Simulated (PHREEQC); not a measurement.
1 kg of water holding 72 mmol/kgw Na2CO3, 83 mmol/kgw NaHCO3, 11 mmol/kgw Na2SO4 and 160 mmol/kgw NaCl is evaporated at 25 °C; the solids stay in contact with the brine. CO2 is held at log p = -3.4 (atm). Solids allowed: Burkeite, Halite, Mirabilite, Nahcolite, Natron, Thenardite, Trona. Others were left out.

Equilibrium calculation in PHREEQC: Pitzer model, pitzer.dat.

| water left (kg) | ionic strength | water activity | Halite (mol) |
|---|---|---|---|
| 1 | 0.502 | 0.989 | 0 |
| 0.5555 | 0.918 | … | 0 |
| 0.3087 | 1.67 | … | 0 |
| 0.1716 | … | … | 0 |
| 0.09559 | … | 0.890 | 0 |
| 0.05208 | 7.59 | 0.814 | 0 |
| 0.02714 | 8.28 | … | … |
| 0.01386 | 8.83 | 0.734 | 0.0911 |
| 0.006488 | 8.83 | 0.734 | 0.128 |

### Question
Complete the blanks.

### Answer

- 0.5555, water activity: 0.981
- 0.3087, water activity: 0.967
- 0.1716, ionic strength: 3.03
- 0.1716, water activity: 0.941
- 0.09559, ionic strength: 5.48
- 0.02714, water activity: 0.737
- 0.02714, Halite (mol): 0.0195

Species that the database lacks are ignored.
